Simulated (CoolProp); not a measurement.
Vapour-liquid equilibrium of propylene (1) + R134a (2) at 288.4 K; x and y are mole fractions of (1).

Values from CoolProp's multi-fluid Helmholtz-energy mixture model, Lemmon 2013 and Tillner-Roth 1994; pair parameters Bell 2016.

Question: Give the bubble pressure and the first vapour's composition at x = 0.5, 0.8, 0.875. Is there an azeotrope?

Answer: x = 0.5: 0.8933 MPa, y = 0.630; x = 0.8: 0.9442 MPa, y = 0.799; x = 0.875: 0.9387 MPa, y = 0.857. y crosses x between x = 0.725 and 0.8: the model has an azeotrope there.

The pair parameters rest on a limited set of measurements; away from them the model extrapolates.
